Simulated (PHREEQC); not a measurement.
Consider water at 20 °C with 2.9 mmol/kgw ZnSO4, 0.28 mmol/kgw KCl and 0.45 mmol/kgw MnSO4. Closed to the air; pH follows from the charge balance.

Equilibrium calculation in PHREEQC: ion-association model, wateq4f.dat.

Question: The ionic strength comes out as 0.0109 mol/kgw. What activity coefficients do ZnOH+, Zn(SO4)2-2, SO4-2, H+, K+ get?

Answer: ZnOH+ 0.90, Zn(SO4)2-2 0.65, SO4-2 0.66, H+ 0.91, K+ 0.90.

This is a speciation only: nothing precipitates in the calculation.
